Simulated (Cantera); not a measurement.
NO annealing gas

An isothermal, constant-pressure homogeneous reactor starts with 54.6 % NO, 45.4 % N2, at 1950 K and 0.0440 bar.

Detailed kinetics in Cantera: GRI-Mech 3.0 (53 species, 325 reactions). Radical loss at walls, strong at low pressure, is not modelled.

| t (s) | x NO | x N2O | x O | x N2 | x O2 |
|---|---|---|---|---|---|
| 3.00e-6 | 0.546 | 3.15e-8 | 3.16e-8 | 0.454 | 1.35e-12 |
| 9.49e-6 | 0.546 | 9.97e-8 | 9.98e-8 | 0.454 | 1.35e-11 |
| 3.00e-5 | 0.546 | 3.15e-7 | 3.15e-7 | 0.454 | 1.35e-10 |
| 9.49e-5 | 0.546 | 9.94e-7 | 9.97e-7 | 0.454 | 1.35e-9 |
| 0.000300 | 0.546 | 3.12e-6 | 3.15e-6 | 0.454 | 1.35e-8 |
| 0.000949 | 0.546 | 9.62e-6 | 9.93e-6 | 0.454 | 1.36e-7 |
| 0.00300 | 0.546 | 2.81e-5 | 3.17e-5 | 0.454 | 1.45e-6 |
| 0.00949 | 0.546 | 6.97e-5 | 0.000103 | 0.454 | 1.93e-5 |
| 0.0300 | 0.546 | 0.000113 | 0.000227 | 0.454 | 0.000240 |
| 0.0949 | 0.543 | 0.000118 | 0.000259 | 0.455 | 0.00132 |
| 0.300 | 0.536 | 0.000113 | 0.000292 | 0.458 | 0.00486 |
| 0.949 | 0.513 | 9.89e-5 | 0.000377 | 0.470 | 0.0166 |
| 3.00 | 0.436 | 6.57e-5 | 0.000566 | 0.509 | 0.0550 |
x: mole fraction; the columns are a selection and need not sum to one.

Equilibrium at this temperature and pressure: NO 0.00724, N2O 8.21e-8, O 0.00112, N2 0.723, O2 0.269 (gas phase only).
